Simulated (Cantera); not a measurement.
An isothermal, constant-pressure homogeneous reactor starts with 2.06 % H2, 97.9 % O2, equivalence ratio 0.011, at 1450 K and 3.60 Torr.

Model: GRI-Mech 3.0 (53 species, 325 reactions), integrated in Cantera. Radical loss at walls, strong at low pressure, is not modelled.

x: mole fraction; the columns are a selection and need not sum to one.

```json
[
 {"t (s)": "5.00e-5", "x H2": "0.0206", "x O2": "0.979", "x OH": "6.23e-9", "x H2O2": "1.54e-12", "x H": "1.06e-8", "x HO2": "[?]"},
 {"t (s)": "0.000152", "x H2": "0.0206", "x O2": "0.979", "x OH": "3.59e-8", "x H2O2": "1.39e-11", "x H": "1.97e-8", "x HO2": "[?]"},
 {"t (s)": "0.000460", "x H2": "0.0206", "x O2": "0.979", "x OH": "1.94e-7", "x H2O2": "1.21e-10", "x H": "5.08e-8", "x HO2": "[?]"},
 {"t (s)": "0.00140", "x H2": "0.0206", "x O2": "0.979", "x OH": "2.67e-6", "x H2O2": "9.50e-10", "x H": "5.36e-7", "x HO2": "4.58e-7"},
 {"t (s)": "0.00423", "x H2": "0.0170", "x O2": "0.976", "x OH": "0.00174", "x H2O2": "3.69e-9", "x H": "0.000366", "x HO2": "4.35e-7"},
 {"t (s)": "0.0128", "x H2": "0.000158", "x O2": "0.960", "x OH": "0.00294", "x H2O2": "6.27e-9", "x H": "0.00104", "x HO2": "2.52e-7"},
 {"t (s)": "0.0389", "x H2": "0.000155", "x O2": "0.960", "x OH": "0.00291", "x H2O2": "6.24e-9", "x H": "0.00102", "x HO2": "2.50e-7"},
 {"t (s)": "0.118", "x H2": "0.000149", "x O2": "0.961", "x OH": "0.00286", "x H2O2": "6.16e-9", "x H": "0.000958", "x HO2": "2.46e-7"},
 {"t (s)": "0.358", "x H2": "0.000133", "x O2": "0.963", "x OH": "0.00271", "x H2O2": "5.94e-9", "x H": "0.000801", "x HO2": "2.33e-7"},
 {"t (s)": "1.09", "x H2": "9.71e-5", "x O2": "0.968", "x OH": "0.00232", "x H2O2": "5.31e-9", "x H": "0.000489", "x HO2": "[?]"},
 {"t (s)": "3.30", "x H2": "4.56e-5", "x O2": "0.974", "x OH": "0.00159", "x H2O2": "3.89e-9", "x H": "0.000153", "x HO2": "[?]"},
 {"t (s)": "10.0", "x H2": "1.18e-5", "x O2": "0.978", "x OH": "0.000812", "x H2O2": "1.96e-9", "x H": "1.96e-5", "x HO2": "[?]"}
]
```

Question: What belongs in the gaps?

Answer: 
- 5.00e-5, x HO2: 1.65e-8
- 0.000152, x HO2: 5.01e-8
- 0.000460, x HO2: 1.52e-7
- 1.09, x HO2: 1.99e-7
- 3.30, x HO2: 1.33e-7
- 10.0, x HO2: 6.13e-8
